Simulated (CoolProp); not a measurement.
Computed with CoolProp (reference Helmholtz-energy equation of state, Schmidt 1985). Above 300 K oxygen's equation is extrapolated.

Q: For oxygen, give the phase and the density (kg/m³), cp (kJ/(kg K)), cv (kJ/(kg K)), Prandtl number at -30.05 °C and 62.5 bar.

A: 
- -30.05 °C and 62.5 bar: supercritical; density 109, cp 1.11, cv 0.680, Prandtl number 0.820

Viscosity comes from a separate model (Lemmon 2004). Thermal conductivity comes from a separate model (Lemmon 2004).
